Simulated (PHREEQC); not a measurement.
Solution (20 °C): 0.27 mol/kgw NaH2PO4, 0.00048 mol/kgw H2SO4 and 7.8e-05 mol/kgw NiSO4. Closed to the air; pH follows from the charge balance.

Equilibrium calculation in PHREEQC: ion-association model, wateq4f.dat.

No solid was allowed to form.

Question: Estimate the pH, activity of water.

Answer: pH 4.19; activity of water 0.991.

Question: In which forms is S present?

Answer: SO4-2 74 %, NaSO4- 26 % of the S.

Species that the database lacks are ignored. H3PO4, which wateq4f.dat lacks, is added to it with the constant of phreeqc.dat. The database has no phosphate complexes of Ni.
